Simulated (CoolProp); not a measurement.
Vapour-liquid equilibrium of benzene (1) + ethylbenzene (2) at 0.0988 MPa; x and y are mole fractions of (1).

Model: multi-fluid Helmholtz-energy mixture model, Thol 2012 and Zhou 2012; pair parameters Bell 2016, in CoolProp.

```
x     bubble temperature (°C)  y at the bubble point  dew temperature at overall composition x (°C)  liquid density (mol/L)
----  -----------------------  ---------------------  ---------------------------------------------  ----------------------
0.05                    130.6                  0.159                                          133.8                   7.313
0.15                    122.2                  0.404                                          130.9                   7.603
0.25                    114.7                  0.578                                          127.7                   7.898
0.35                    108.0                  0.704                                          124.2                   8.200
0.45                    102.1                  0.795                                          120.3                   8.511
0.55                     96.8                  0.862                                          116.0                   8.832
0.65                     92.0                  0.911                                          111.0                   9.164
0.75                     87.8                  0.947                                          105.1                   9.508
0.85                     84.0                  0.973                                           97.8                   9.865
0.95                     80.7                  0.992                                           87.4                   10.23
```

No azeotrope shows between x = 0.05 and 0.95.

The pair parameters rest on a limited set of measurements; away from them the model extrapolates.
